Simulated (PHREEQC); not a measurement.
A solution holds 5.1 mmol/kgw HF and 25 mmol/kgw MnSO4, at 25 °C. Closed to the air; pH follows from the charge balance.

Model: ion-association model, wateq4f.dat, run in PHREEQC.

```csv
quantity,before,after
pH,2.95,6.46
ionic strength (mol/kgw),0.0662,0.0646
Mn+2 (mol/kgw),0.0164,0.0162
SO4-2 (mol/kgw),0.0156,0.0162
MnSO4 (mol/kgw),0.00852,0.00884
HSO4- (mol/kgw),0.000904,2.90e-7
```

Question: Which change was made?
A. HF left out
B. diluted 5-fold with water
C. 0.00047 mol/kgw NH4BF4 added
D. temperature from 25 to 55 °C
E. diluted 100-fold with water

Answer: A, HF left out

No solid was allowed to form.
